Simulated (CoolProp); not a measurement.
The fluid at 292.68 K and 7.56 MPa is throttled through a valve to 3.15 MPa with no heat exchange. The same conditions are run with several fluids, on thermodynamics alone (safety and materials aside).

Values from CoolProp's reference Helmholtz-energy equation of state of each fluid (nitrous oxide: Lemmon 2006; R115: Lemmon 2016; tetrahydrofuran: Fiedler 2023; dimethyl carbonate: Zhou 2011; c-C4F8 (RC318): Platzer 1990). The equations of Platzer and Polt are older, rougher fits.

Question: Rank nitrous oxide, R115, tetrahydrofuran, dimethyl carbonate, c-C4F8 (RC318) by temperature change (K), highest first.

Answer: tetrahydrofuran (+1.9), dimethyl carbonate (+1.5), c-C4F8 (RC318) (+0.9), R115 (+0.4), nitrous oxide (-19.2)

| fluid | final phase | final density (kg/m³) |
|---|---|---|
| nitrous oxide | two-phase, vapour fraction 0.175 | 339 |
| R115 | liquid | 1330 |
| tetrahydrofuran | liquid | 889 |
| dimethyl carbonate | liquid | 1070 |
| c-C4F8 (RC318) | liquid | 1530 |
